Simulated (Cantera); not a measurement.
A perfectly stirred reactor is fed with CH4 : C2H6 : C3H8 : O2 : N2 : H2O = 1 : 0.087 : 1.3 : 6.29 : 23.6 : 4.8 (molar parts), equivalence ratio 1.4, at 1.01 bar; it is adiabatic with a 525 K inlet, and is followed from long to short residence time, starting on the burning branch (τ in s: 0.096, 0.029, 0.0086, 0.0026, 0.00078, 0.00023, 7e-05, 2.1e-05, 6.3e-06).

Detailed kinetics in Cantera: GRI-Mech 3.0 (53 species, 325 reactions). GRI-Mech 3.0 was tuned for natural gas; its chemistry of propane as a main component is partial and can be far from experiment.

Task: What does this change do: pressure from 1.01 bar to 14.0 bar?

Result: 
| quantity | before | after |
|---|---|---|
| blow-out, bracketed by the residence times tried | burning at 0.780 ms, out at 0.230 ms | burning at 0.230 ms, out at 70.0 µs |
| x(CH4) at τ = 96.0 ms | 6.10e-5 | 0.000464 |
| x(C2H6) at τ = 96.0 ms | 4.61e-8 | 7.47e-8 |
| x(C3H8) at τ = 96.0 ms | 3.80e-7 | 1.31e-7 |
| x(CO) at τ = 96.0 ms | 0.0644 | 0.0636 |
| x(NO2) at τ = 96.0 ms | 7.96e-10 | 1.11e-10 |
| x(CH4) at τ = 0.780 ms | 0.000473 | 0.00391 |
| x(C2H6) at τ = 0.780 ms | 3.21e-6 | 1.86e-5 |
| x(C3H8) at τ = 0.780 ms | 2.24e-5 | 1.42e-5 |
| x(CO) at τ = 0.780 ms | 0.0657 | 0.0532 |
| x(NO2) at τ = 0.780 ms | 2.21e-9 | 2.00e-9 |
The pressure lies above the range GRI-Mech 3.0 was tuned for (to about 10 atm).
